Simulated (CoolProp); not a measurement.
Vapour-liquid equilibrium of CH2F2 (R32) (1) + dimethyl ether (2) at 258.4 K; x and y are mole fractions of (1).

Values from CoolProp's multi-fluid Helmholtz-energy mixture model, Tillner-Roth 1997 and Wu 2011; pair parameters Bell 2016.

```csv
x,bubble pressure (MPa),y at the bubble point,dew pressure at overall composition x (MPa),liquid density (mol/L)
0.05,0.1682,0.128,0.1591,___
0.2,0.2165,___,0.1778,16.54
0.35,0.2691,0.619,0.2020,17.26
0.5,___,0.752,0.2344,18.04
0.65,0.3748,0.846,___,18.88
0.8,___,0.919,0.3476,19.81
0.95,0.4755,0.980,0.4503,20.85
```

### Question
Some entries are withheld; supply them.

### Answer

- 0.05, liquid density (mol/L): 15.87
- 0.2, y at the bubble point: 0.423
- 0.5, bubble pressure (MPa): 0.3226
- 0.65, dew pressure at overall composition x (MPa): 0.2800
- 0.8, bubble pressure (MPa): 0.4255

No azeotrope shows between x = 0.05 and 0.95.

Pair parameters are fitted to limited data, so mixtures are less certain than the pure fluids.
